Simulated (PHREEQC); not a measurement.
## Reverse-osmosis permeate: speciation

Synthetic water in mg/L, 25 °C, pH 6.61, pe 9.7: Na 49.2; K 11.4; Ca 10.3; Mg 0.684; Cl 5.16; S(6) as SO4 73.6; Alkalinity as HCO3 87.6; Zn 0.169; Cu(2) 0.0261; Pb 6.76.

Valence states are taken as typed.

The numbers come from PHREEQC with the ion-association model, phreeqc.dat.

- ionic strength = 0.00400 mol/kgw
- specific conductance = 328 µS/cm
- charge-balance error = -0.7 %

| species | molality | activity | log γ |
|---|---|---|---|
| Na+ | 0.00213 | 0.00199 | -0.029 |
| HCO3- | 0.00138 | 0.00129 | -0.029 |
| SO4-2 | 0.000737 | 0.000563 | -0.117 |
| CO2 | 0.000714 | 0.000715 | 0.000 |
| K+ | 0.000291 | 0.000271 | -0.030 |
| Ca+2 | 0.000236 | 0.000180 | -0.116 |
| Cl- | 0.000146 | 0.000136 | -0.030 |
| Mg+2 | 2.53e-5 | 1.94e-5 | -0.115 |
| PbCO3 | 1.97e-5 | 1.97e-5 | 0.000 |
| CaSO4 | 1.80e-5 | 1.81e-5 | 0.000 |
| Pb+2 | 6.02e-6 | 4.58e-6 | -0.119 |
| NaSO4- | 6.01e-6 | 5.62e-6 | -0.029 |

Precipitation was switched off in this run. Examples of supersaturated solids here: Cerussite. Others may be too. The database's zinc carbonate complexes are estimates, stronger than later reviews accept.
